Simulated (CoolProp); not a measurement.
Dry air at 293.15 K and 4.11 MPa is throttled through a valve to 2 MPa with no heat exchange. Each further row changes one setting.

Values from CoolProp's reference Helmholtz-energy equation of state, Lemmon 2000. It is a pseudo-pure fit of the blend.

```
case                     temperature change (K)  final density (kg/m³)
-----------------------  ----------------------  ---------------------
as stated                                   [?]                    [?]
outlet pressure 0.6 MPa                    -7.9                    [?]
outlet pressure 2.6 MPa                     [?]                    [?]
```

Question: Fill in the missing entries.

Answer: 
- as stated, temperature change (K): -4.6
- as stated, final density (kg/m³): 24.3
- outlet pressure 0.6 MPa, final density (kg/m³): 7.35
- outlet pressure 2.6 MPa, temperature change (K): -3.2
- outlet pressure 2.6 MPa, final density (kg/m³): 31.5
